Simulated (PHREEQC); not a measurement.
A column of 0.1 m (30 cells, dispersivity 0.0035 m, 60 s a shift, diffusion coefficient 3e-10 m²/s) holds 0.022 eq of the database's cation exchanger X per kg of pore water, first in equilibrium with 0.0002 mol PbCl2 and 1e-05 mol HCl per kg of water. It is flushed with 0.004 mol ZnCl2 and 1e-05 mol HCl per kg of water, at 25 °C. Values are for the last cell. The system is closed to CO2. Precipitation was switched off in this run.

Base run: PHREEQC, ion-association model, phreeqc.dat. Each further column changes one thing. The table gives Pb in solution (mol/kgw).

| pore volumes | base | exchange capacity from 0.022 to 0.011 eq/kgw | dispersivity from 0.0035 to 0.007 m |
|---|---|---|---|
| 0 | 0.000200 | 0.000200 | 0.000200 |
| 0.8167 | 0.00120 | 0.00120 | 0.00154 |
| 1.883 | 0.00371 | … | 0.00341 |
| 2.683 | 0.00282 | 0.00120 | 0.00257 |
| 3.483 | 0.00190 | 0.000487 | … |
| 4.55 | 0.00103 | … | 0.00106 |
| 5.35 | 0.000620 | 3.72e-5 | 0.000702 |
| 6.15 | 0.000357 | 1.06e-5 | 0.000458 |
| 7.217 | 0.000160 | 1.83e-6 | 0.000253 |
| 8.017 | 8.36e-5 | 4.70e-7 | 0.000160 |

Fill in the missing entries.


- 1.883, exchange capacity from 0.022 to 0.011 eq/kgw: 0.00255
- 3.483, dispersivity from 0.0035 to 0.007 m: 0.00179
- 4.55, exchange capacity from 0.022 to 0.011 eq/kgw: 0.000120
